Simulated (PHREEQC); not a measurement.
HCl is added in steps, without added water, to 1 kg of water holding 0.088 mol/kgw KH2PO4, 6e-05 mol/kgw NaOH and 0.00028 mol/kgw ZnSO4, at 32 °C. Oxygen is held at 0.21 atm. No CO2 enters from the air. Precipitation was switched off in this run.

Base run: PHREEQC, ion-association model, wateq4f.dat. Each further column changes one thing. The table gives HSO4- (mol/kgw).

```
HCl added (mol)     base  NaOH from 6e-05 to 1.2e-05 mol/kgw  KH2PO4 left out  KH2PO4 from 0.088 to 0.0792 mol/kgw  solids may form
---------------  -------  ----------------------------------  ---------------  -----------------------------------  ---------------
0                3.63e-7                             3.86e-7         3.52e-10                              3.65e-7          3.63e-7
0.001875         1.94e-6                             1.98e-6          3.74e-5                                    ?          1.94e-6
0.005625         5.83e-6                                   ?          8.45e-5                              6.61e-6          5.83e-6
0.0075           7.87e-6                                   ?         0.000100                              8.92e-6          7.87e-6
0.01125          1.21e-5                             1.21e-5         0.000124                              1.37e-5          1.21e-5
0.01312          1.42e-5                             1.43e-5         0.000133                              1.62e-5          1.42e-5
0.01688          1.87e-5                             1.88e-5         0.000148                              2.13e-5          1.87e-5
0.01875          2.10e-5                             2.11e-5         0.000154                              2.39e-5          2.10e-5
0.0225           2.57e-5                             2.58e-5         0.000164                              2.93e-5          2.57e-5
0.02438          2.82e-5                             2.82e-5                ?                              3.21e-5          2.82e-5
0.02813          3.32e-5                                   ?         0.000176                              3.79e-5          3.32e-5
0.03             3.58e-5                             3.59e-5         0.000179                              4.08e-5          3.58e-5
```

### Question
What belongs in the gaps?

### Answer

- 0.001875, KH2PO4 from 0.088 to 0.0792 mol/kgw: 2.18e-6
- 0.005625, NaOH from 6e-05 to 1.2e-05 mol/kgw: 5.89e-6
- 0.0075, NaOH from 6e-05 to 1.2e-05 mol/kgw: 7.92e-6
- 0.02438, KH2PO4 left out: 0.000169
- 0.02813, NaOH from 6e-05 to 1.2e-05 mol/kgw: 3.33e-5

H3PO4, which wateq4f.dat lacks, is added to it with the constant of phreeqc.dat. The database has no phosphate complexes of Zn. In at least one series the solution becomes supersaturated in solids that the run did not let form, among them Zn(OH)2-e, Zn4(OH)6SO4. Solids allowed in the column 'solids may form': Zn(OH)2-e, Zn4(OH)6SO4, Zn5(OH)8Cl2, Zn3(PO4)2:4w, Halite, Mirabilite, Goslarite.
